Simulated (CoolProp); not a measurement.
Vapour pressure (kPa) of propylene: the reference equation beside estimates from Tc = 364.2 K, pc = 4555 kPa, ω = 0.146. Clausius-Clapeyron is anchored at 207.2 K with a constant enthalpy of vaporisation of 19.29 kJ/mol.

Model: reference Helmholtz-energy equation of state, Lemmon 2013, in CoolProp.

```
T (K)  reference  Lee-Kesler  Clausius-Clapeyron  van der Waals  Redlich-Kwong  Soave-Redlich-Kwong
-----  ---------  ----------  ------------------  -------------  -------------  -------------------
179        6.416       6.228               6.932          112.6          8.078                6.293
188.4      12.72       12.37               13.23          158.8          16.28                12.49
197.8      23.42       22.84               23.76          217.1          30.17                23.02
207.2      40.46       39.64               40.46          289.0          52.13                39.87
216.7      66.56       65.54               66.10          376.9          85.35                65.77
226.1      104.0       102.9               103.2          480.4          132.2                103.0
235.5      156.1       155.1               155.4          601.4          196.3                155.1
244.9      226.2       225.6               226.8          741.4          281.0                225.5
254.3      318.2       318.2               321.9          901.3          389.8                318.1
263.7      435.8       436.7               445.6           1082          526.2                436.9
273.2      585.0       586.8               605.1           1288          695.6                588.0
282.6      766.8       769.5               802.7           1514          897.7                772.6
292        987.2       990.5                1045           1764           1138                996.9
```

Absolute difference from the reference over all 13 rows, mean and median: Lee-Kesler 1.1 and 0.6 %, Clausius-Clapeyron 2.5 and 1.5 %, van der Waals 478.0 and 285.3 %, Redlich-Kwong 24.0 and 25.8 %, Soave-Redlich-Kwong 1.0 and 1.0 %.
